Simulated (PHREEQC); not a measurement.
1 kg of water holding 0.0095 mol NaCl, 0.055 mol Na2B4O7, 0.046 mol KCl, 0.011 mol Na2CO3 and 0.5 mol Na2SO4 is evaporated at 20 °C; the solids stay in contact with the brine. No CO2 enters from the air. Solids allowed: Arcanite, Burkeite, Glaserite, Halite, Kalicinite, Mirabilite, Misenite, Nahcolite, Natron, Sylvite, Thenardite, Trona, Borax, Boric_acid,s, KB5O8:4H2O, K2B4O7:4H2O, NaBO2:4H2O, NaB5O8:5H2O, Teepleite. Others were left out.

The series has 23 steps of water left (kg), from 1 to 0.008674.

Equilibrium calculation in PHREEQC: Pitzer model, pitzer.dat.

### Question
Which solids form, in which order, and at which step of the series does each first stand?

### Answer
Borax from water left = 0.6759 kg (pH 9.12); Mirabilite from water left = 0.2909 kg (pH 9.17), last present at water left = 0.01567 kg; Glaserite from water left = 0.03177 kg (pH 9.79); Thenardite from water left = 0.01567 kg (pH 9.92); Burkeite from water left = 0.01159 kg (pH 9.84); Halite from water left = 0.008674 kg (pH 9.79).

Complexes and solids missing from the database can't appear.
